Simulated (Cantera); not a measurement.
Feed: 1 mol HgO, 41 mol H₂, held at 1300 °C and 1.10 mbar.

These are equilibrium values from Cantera (NASA tables, ideal gas, pure condensed phases), not measurements of a reactor. Candidate condensed phases: H₂O, Hg, HgO; 10 gas species. Equilibrium is a limit: real reactors are often held back by kinetics, nucleation or transport.

Problem. What is the equilibrium state?

Solution. 
```json
{
 "x(H₂)": "0.951",
 "x(Hg)": "0.0238",
 "x(H₂O)": "0.0238",
 "x(H)": "0.00120",
 "x(OH)": "1.08e-6",
 "gas_amount": "42.03 mol",
 "log10 activity of Hg(l) (absent)": "-7.41"
}
```
